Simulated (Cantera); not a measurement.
A Cantera script and what it prints.

```python
import numpy as np
import cantera as ct

gas_names = """
    CL CL2 H HCL H2 N NH NH2 NH3 N2 N2H2 N2H4 Si SiCL SiCL2 SiCL3 SiCL4 SiH SiHCL3 SiH2 SiH2CL2 SiH3
    SiH3CL SiH4 SiN Si2 Si2N Si3
""".split()
cond_names = """
    NH4CL(a) NH4CL(b) Si(cr) Si(L) Si3N4(a)
""".split()


# ... load() reads the species with a 1 bar reference pressure and builds the phases ...
atoms = {
    'Si': {'Si': 1},
    'HCl': {'H': 1, 'CL': 1},
    'N2': {'N': 2},
}
top_T = {'Si3N4(a)': 2400}  # K; cautious upper limits of use, not melting points


# ... equilibrate(T, P, feed) seeds the gas with the atoms and calls Mixture.equilibrate('TP', solver="vcs", rtol=1e-11, max_steps=5000) ...
results = []
feed = {'Si': 1, 'HCl': 21, 'N2': 34}  # mol
P = 8.4  # Pa
for T in [875, 925, 975, 1025, 1075, 1125, 1175, 1225, 1275, 1325, 1375, 1425, 1475]:
    mix = equilibrate(T, P, feed)
    results.append((T, P, feed, dict(zip(mix.species_names, mix.species_moles))))

top = {s: max(r[3][s] / sum(r[3][g] for g in gas_names) for r in results) for s in gas_names}
cols = sorted((s for s in top if top[s] > 0.0001), key=lambda s: -top[s])[:8]
seen = [c for c in cond_names if any(r[3].get(c, 0) > 1e-12 for r in results)]
print("log10 of partial pressures in bar; condensed amounts in mol")
print(f"{'T/K':>10s}" + "".join(f"{s[:9]:>10s}" for s in cols + seen))
for T, P, feed, n in results:
    ng = sum(n[g] for g in gas_names)
    print(f"{T:10.4g}" + "".join(f"{np.log10(max(n[s] / ng * P / 1e5, 1e-99)):10.3f}" for s in cols)
          + "".join(f"{n.get(c, 0):10.4g}" for c in seen))
```

Output:

```
log10 of partial pressures in bar; condensed amounts in mol
       T/K        N2       HCL        H2     SiCL4     SiCL2     SiCL3        CL         H
       875    -4.277    -4.578    -5.507    -5.808   -10.835    -9.203   -12.128   -13.053
       925    -4.277    -4.578    -5.507    -5.809    -9.867    -8.638   -11.424   -12.338
       975    -4.277    -4.578    -5.508    -5.811    -9.003    -8.133   -10.792   -11.696
      1025    -4.277    -4.577    -5.510    -5.816    -8.230    -7.683   -10.219   -11.116
      1075    -4.277    -4.576    -5.515    -5.832    -7.547    -7.289    -9.696   -10.591
      1125    -4.277    -4.573    -5.531    -5.874    -6.970    -6.967    -9.211   -10.118
      1175    -4.279    -4.567    -5.567    -5.971    -6.529    -6.745    -8.754    -9.695
      1225    -4.280    -4.559    -5.622    -6.140    -6.233    -6.636    -8.319    -9.318
      1275    -4.282    -4.551    -5.682    -6.379    -6.055    -6.624    -7.913    -8.974
      1325    -4.283    -4.546    -5.730    -6.674    -5.954    -6.682    -7.544    -8.651
      1375    -4.284    -4.543    -5.759    -7.004    -5.898    -6.782    -7.210    -8.345
      1425    -4.284    -4.542    -5.772    -7.350    -5.867    -6.906    -6.909    -8.052
      1475    -4.285    -4.543    -5.770    -7.699    -5.849    -7.040    -6.637    -7.772
```

These are equilibrium values from Cantera (NASA tables, ideal gas, pure condensed phases), not measurements of a reactor. The tables' values for SiCl3 are old estimates; treat these amounts as uncertain.
